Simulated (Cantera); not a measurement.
A perfectly stirred reactor is fed with H₂ : O₂ : N₂ = 1.7 : 1 : 17 (molar parts), equivalence ratio 0.85, at 0.132 atm; it is held at 1075 K, and followed from long to short residence time.

Computed with Cantera and GRI-Mech 3.0 (53 species, 325 reactions). The temperature is held fixed by assumption; the heat of reaction is taken as removed at once.

What does this change do: temperature 1075 to 1050 K?


```tsv
quantity	before	after
x(H₂) at τ = 0.360 s	0.00144	0.00147
x(O₂) at τ = 0.360 s	0.00869	0.00871
x(H₂O₂) at τ = 0.360 s	2.41e-7	2.27e-7
x(O) at τ = 0.360 s	0.000168	0.000152
x(NO) at τ = 0.360 s	7.00e-7	5.68e-7
x(H₂) at τ = 10.0 ms	0.00880	0.00930
x(O₂) at τ = 10.0 ms	0.0139	0.0141
x(H₂O₂) at τ = 10.0 ms	1.78e-7	1.68e-7
x(O) at τ = 10.0 ms	0.00132	0.00117
x(NO) at τ = 10.0 ms	2.26e-6	1.82e-6
```
